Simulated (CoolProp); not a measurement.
Properties of n-perfluorohexane at several states.

Computed with CoolProp (reference Helmholtz-energy equation of state, Gao 2022).

```
T (°C)  p (MPa)   phase  density (kg/m³)  cp (kJ/(kg K))  cv (kJ/(kg K))  Joule-Thomson coefficient (K/MPa)  fugacity coefficient
------  -------  ------  ---------------  --------------  --------------  ---------------------------------  --------------------
18.05    0.0465  liquid             1696           1.036          0.8423                                ___                   ___
65.75    0.0888     gas              ___          0.8868          0.8554                                ___                   ___
24.75      6.99  liquid             1706             ___          0.8523                                ___              0.007122
```

What belongs in the gaps?


- 18.05, Joule-Thomson coefficient (K/MPa): -0.2884
- 18.05, fugacity coefficient: 0.4544
- 65.75, density (kg/m³): 11.21
- 65.75, Joule-Thomson coefficient (K/MPa): 19.09
- 65.75, fugacity coefficient: 0.9530
- 24.75, cp (kJ/(kg K)): 1.037
- 24.75, Joule-Thomson coefficient (K/MPa): -0.3044
